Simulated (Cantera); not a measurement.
An isothermal, constant-pressure homogeneous reactor starts with CH₄ : H₂O = 1 : 1 (molar parts), at 1525 K and 4.20 bar. Integrator tolerance rtol = 1e-08.

Model: GRI-Mech 3.0 (53 species, 325 reactions), integrated in Cantera.

| quantity | before | after |
|---|---|---|
| x(CH₄) at 300 s | 0.0332 (gas-phase equilibrium 0.00256) | 0.000115 (gas-phase equilibrium 5.24e-6) |
| x(H₂O) at 300 s | 0.0308 (gas-phase equilibrium 0.00228) | 0.271 (gas-phase equilibrium 0.271) |
| x(O₂) at 300 s | <1e-12 (gas-phase equilibrium <1e-12) | <1e-12 (gas-phase equilibrium <1e-12) |
| x(H) at 300 s | 9.74e-6 (gas-phase equilibrium 1.00e-5) | 8.63e-6 (gas-phase equilibrium 8.65e-6) |
| x(C₂H) at 300 s | 1.29e-11 (gas-phase equilibrium <1e-12) | <1e-12 (gas-phase equilibrium <1e-12) |
| x(HCO) at 300 s | 1.37e-8 (gas-phase equilibrium 1.53e-8) | 7.86e-9 (gas-phase equilibrium 7.87e-9) |
| x(C₂H₆) at 300 s | 5.84e-6 (gas-phase equilibrium 3.28e-8) | 8.76e-11 (gas-phase equilibrium <1e-12) |

Question: What was changed between the two runs?
A. pressure from 4.20 bar to 6.90 bar
B. H2O 1 to 0.4 parts
C. H2O 1 to 2.7 parts
D. H2O 1 to 0.24 parts

Answer: C, H2O 1 to 2.7 parts
